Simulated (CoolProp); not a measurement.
Vapour-liquid equilibrium of C3F8 (R218) (1) + R134a (2) at 65.8 kPa; x and y are mole fractions of (1).

Computed with CoolProp (multi-fluid Helmholtz-energy mixture model, Lemmon 2006 and Tillner-Roth 1994; pair parameters Bell 2016).

Task: Give the bubble temperature and the first vapour's composition at x = 0.05, 0.45, 0.65. Is there an azeotrope?

Result: x = 0.05: 232.6 K, y = 0.271; x = 0.45: 223.9 K, y = 0.629; x = 0.65: 223.6 K, y = 0.666. y crosses x between x = 0.65 and 0.75: the model has an azeotrope there.

Pair parameters are fitted to limited data, so mixtures are less certain than the pure fluids.
